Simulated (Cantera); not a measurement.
An adiabatic, constant-volume homogeneous reactor starts with CH4 : O2 : N2 = 1 : 3.45 : 13 (molar parts), at 1675 K and 260000 Pa. Integrator tolerance rtol = 1e-08.

Detailed kinetics in Cantera: GRI-Mech 3.0 (53 species, 325 reactions).

Problem. What does this change do: 1.6 parts H2O added?

Solution. 
```tsv
quantity	before	after
time of steepest temperature rise	0.102 ms	0.108 ms
temperature at 1.00 s	2792 K	2695 K
equilibrium temperature	2792 K	2695 K
x(CH4) at 1.00 s	<1e-12 (gas-phase equilibrium <1e-12)	<1e-12 (gas-phase equilibrium <1e-12)
x(O2) at 1.00 s	0.0720 (gas-phase equilibrium 0.0720)	0.0669 (gas-phase equilibrium 0.0669)
x(CO2) at 1.00 s	0.0446 (gas-phase equilibrium 0.0446)	0.0438 (gas-phase equilibrium 0.0438)
x(NO2) at 1.00 s	1.70e-5 (gas-phase equilibrium 1.70e-5)	1.40e-5 (gas-phase equilibrium 1.40e-5)
x(OH) at 1.00 s	0.0172 (gas-phase equilibrium 0.0172)	0.0175 (gas-phase equilibrium 0.0175)
```

Problem. What does this change do: pressure from 260000 Pa to 101000 Pa?

Solution. 
```
quantity                                                            before                                    after
---------------------------------  ---------------------------------------  ---------------------------------------
time of steepest temperature rise                                 0.102 ms                                 0.229 ms
temperature at 1.00 s                                               2792 K                                   2735 K
equilibrium temperature                                             2792 K                                   2735 K
x(CH4) at 1.00 s                     <1e-12 (gas-phase equilibrium <1e-12)    <1e-12 (gas-phase equilibrium <1e-12)
x(O2) at 1.00 s                      0.0720 (gas-phase equilibrium 0.0720)    0.0729 (gas-phase equilibrium 0.0729)
x(CO2) at 1.00 s                     0.0446 (gas-phase equilibrium 0.0446)    0.0422 (gas-phase equilibrium 0.0422)
x(NO2) at 1.00 s                   1.70e-5 (gas-phase equilibrium 1.70e-5)  1.03e-5 (gas-phase equilibrium 1.03e-5)
x(OH) at 1.00 s                      0.0172 (gas-phase equilibrium 0.0172)    0.0187 (gas-phase equilibrium 0.0187)
```

Problem. What does this change do: initial temperature 1675 to 1525 K?

Solution. 
| quantity | before | after |
|---|---|---|
| time of steepest temperature rise | 0.102 ms | 0.349 ms |
| temperature at 1.00 s | 2792 K | 2723 K |
| equilibrium temperature | 2792 K | 2723 K |
| x(CH4) at 1.00 s | <1e-12 (gas-phase equilibrium <1e-12) | <1e-12 (gas-phase equilibrium <1e-12) |
| x(O2) at 1.00 s | 0.0720 (gas-phase equilibrium 0.0720) | 0.0728 (gas-phase equilibrium 0.0728) |
| x(CO2) at 1.00 s | 0.0446 (gas-phase equilibrium 0.0446) | 0.0477 (gas-phase equilibrium 0.0477) |
| x(NO2) at 1.00 s | 1.70e-5 (gas-phase equilibrium 1.70e-5) | 1.71e-5 (gas-phase equilibrium 1.71e-5) |
| x(OH) at 1.00 s | 0.0172 (gas-phase equilibrium 0.0172) | 0.0145 (gas-phase equilibrium 0.0145) |
